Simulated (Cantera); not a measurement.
Input: 1 mol Si, 2.7 mol H2, equilibrated at 1 atm.

Equilibrium computed with Cantera from the NASA thermochemical tables; the gas is ideal and each condensed phase is pure. Candidate condensed phases: Si; 9 gas species. Gases not in the tables: Si2H6 and higher silanes. The numbers say what is thermodynamically allowed, not how fast it happens.

Problem. Which condensed phases are stable at each of these points (T (K)): 1423, 1448, 1473, 1498, 1523, 1548, 1573, 1598, 1623, 1648, 1673, 1698?

Solution. 
```tsv
T (K)	condensed phases	Si condensed (%)
1423	Si(s)	100.0
1448	Si(s)	100.0
1473	Si(s)	100.0
1498	Si(s)	100.0
1523	Si(s)	100.0
1548	Si(s)	100.0
1573	Si(s)	100.0
1598	Si(s)	100.0
1623	Si(s)	100.0
1648	Si(s)	100.0
1673	Si(s)	100.0
1698	Si(l)	100.0
```

From 1423 K to 1673 K the condensed part is Si(s). At 1698 K the condensed part is Si(l).
